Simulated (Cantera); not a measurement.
An isothermal, constant-pressure homogeneous reactor starts with 2.93 % H₂, 88.7 % O₂, 8.42 % H₂O, equivalence ratio 0.017, at 1423 K and 3800 Pa.

Cantera simulation using the H2/O2 subset of GRI-Mech 3.0, which has no nitrogen chemistry; the numbers are that mechanism's predictions, not measurements. Radical loss at walls, strong at low pressure, is not modelled.

x: mole fraction; the columns are a selection and need not sum to one.

| t (s) | x H₂ | x O₂ | x OH | x H | x H₂O₂ |
|---|---|---|---|---|---|
| 5.00e-5 | 0.0293 | 0.887 | 1.52e-7 | 5.66e-8 | 1.93e-10 |
| 0.000155 | 0.0293 | 0.887 | 2.70e-6 | 7.97e-7 | … |
| 0.000478 | 0.0209 | 0.879 | 0.00377 | 0.00123 | … |
| 0.00148 | 0.00101 | 0.865 | 0.00661 | 0.00279 | … |
| 0.00457 | 0.000676 | 0.871 | 0.00542 | 0.00150 | … |
| 0.0141 | 0.000263 | 0.879 | 0.00340 | 0.000358 | … |
| 0.0437 | 5.57e-5 | 0.883 | 0.00157 | 3.46e-5 | … |
| 0.135 | 9.53e-6 | 0.884 | 0.000651 | 2.46e-6 | … |
| 0.418 | 1.88e-6 | 0.885 | 0.000290 | 2.17e-7 | … |
| 1.29 | 5.59e-7 | 0.885 | 0.000159 | 3.54e-8 | … |
| 4.00 | 4.05e-7 | 0.885 | 0.000135 | 2.19e-8 | … |

### Question
Complete the blanks.

### Answer

- 0.000155, x H₂O₂: 1.61e-9
- 0.000478, x H₂O₂: 1.13e-7
- 0.00148, x H₂O₂: 2.26e-7
- 0.00457, x H₂O₂: 1.95e-7
- 0.0141, x H₂O₂: 1.29e-7
- 0.0437, x H₂O₂: 5.89e-8
- 0.135, x H₂O₂: 2.08e-8
- 0.418, x H₂O₂: 6.98e-9
- 1.29, x H₂O₂: 3.21e-9
- 4.00, x H₂O₂: 2.75e-9
